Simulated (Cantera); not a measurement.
An isothermal, constant-pressure homogeneous reactor starts with H₂ : O₂ : N₂ = 1.1 : 1 : 10 (molar parts), at 1298 K and 1.00 bar.

Cantera simulation using GRI-Mech 3.0 (53 species, 325 reactions); the numbers are that mechanism's predictions, not measurements. The temperature is held fixed by assumption; the heat of reaction is taken as removed at once.

One state of this run: x H₂ = 4.19e-8; x O₂ = 0.0390; x O = 3.52e-8; x N₂O = 1.05e-7; x NO₂ = 4.28e-8; x OH = 6.72e-6; x H₂O₂ = 1.05e-9. x: mole fraction; the columns are a selection and need not sum to one.

Problem. Which value of t (s) does it belong to?
(A) 0.0242
(B) 0.431
(C) 0.00356
(D) 0.00928

Solution. B, 0.431
